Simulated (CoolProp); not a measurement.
A Linde-Hampson liquefier for ethylene: isothermal reversible compression at 320 K from 1 atm to 30 MPa, throttling to 1 atm, return gas leaving the recuperator 2 K below the feed. Each further row changes one setting.

Values from CoolProp's reference Helmholtz-energy equation of state, Smukala 2000.

| case | liquid yield per pass | compression work (kJ/kg of gas) |
|---|---|---|
| as stated | 0.426 | 444 |
| high pressure 60 MPa | 0.407 | 513 |
| warm-end temperature 350 K | 0.354 | 512 |
| warm-end gap 7 K | 0.420 | 444 |
